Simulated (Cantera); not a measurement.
Gas mixture: 67.2 % NH₃, 32.8 % C₂H₂, at 1.01 bar, frozen composition.

Cantera's kinetic-theory transport with the Lennard-Jones parameters of GRI-Mech 3.0, ideal gas; thermal conductivity in the mixture-averaged form. Polar gases are described roughly by these parameters. The composition is frozen, though it would react at the higher temperatures.

D: mixture-averaged diffusion coefficient of that species in the mixture.

```json
[
 {"T (K)": "400", "ρ (kg/m³)": "0.609", "cp (J/kg/K)": "2125", "μ (µPa s)": "13.8", "λ (mW/m/K)": "41.3", "Pr": "0.712", "D (cm²/s) C₂H₂": "0.292", "D (cm²/s) O": "0.531", "D (cm²/s) CO₂": "0.254"},
 {"T (K)": "650", "ρ (kg/m³)": "0.375", "cp (J/kg/K)": "2555", "μ (µPa s)": "21.7", "λ (mW/m/K)": "77.7", "Pr": "0.712", "D (cm²/s) C₂H₂": "0.730", "D (cm²/s) O": "1.25", "D (cm²/s) CO₂": "0.632"},
 {"T (K)": "900", "ρ (kg/m³)": "0.271", "cp (J/kg/K)": "2890", "μ (µPa s)": "28.6", "λ (mW/m/K)": "117", "Pr": "0.708", "D (cm²/s) C₂H₂": "1.32", "D (cm²/s) O": "2.19", "D (cm²/s) CO₂": "1.13"},
 {"T (K)": "1150", "ρ (kg/m³)": "0.212", "cp (J/kg/K)": "3176", "μ (µPa s)": "34.8", "λ (mW/m/K)": "156", "Pr": "0.709", "D (cm²/s) C₂H₂": "2.03", "D (cm²/s) O": "3.32", "D (cm²/s) CO₂": "1.74"},
 {"T (K)": "1400", "ρ (kg/m³)": "0.174", "cp (J/kg/K)": "3403", "μ (µPa s)": "?", "λ (mW/m/K)": "?", "Pr": "0.708", "D (cm²/s) C₂H₂": "?", "D (cm²/s) O": "?", "D (cm²/s) CO₂": "?"},
 {"T (K)": "1650", "ρ (kg/m³)": "0.148", "cp (J/kg/K)": "3586", "μ (µPa s)": "?", "λ (mW/m/K)": "?", "Pr": "0.708", "D (cm²/s) C₂H₂": "?", "D (cm²/s) O": "?", "D (cm²/s) CO₂": "?"}
]
```

Q: What belongs in the gaps?

A: 
- 1400, μ (µPa s): 40.5
- 1400, λ (mW/m/K): 194
- 1400, D (cm²/s) C₂H₂: 2.85
- 1400, D (cm²/s) O: 4.62
- 1400, D (cm²/s) CO₂: 2.45
- 1650, μ (µPa s): 45.7
- 1650, λ (mW/m/K): 232
- 1650, D (cm²/s) C₂H₂: 3.77
- 1650, D (cm²/s) O: 6.08
- 1650, D (cm²/s) CO₂: 3.24
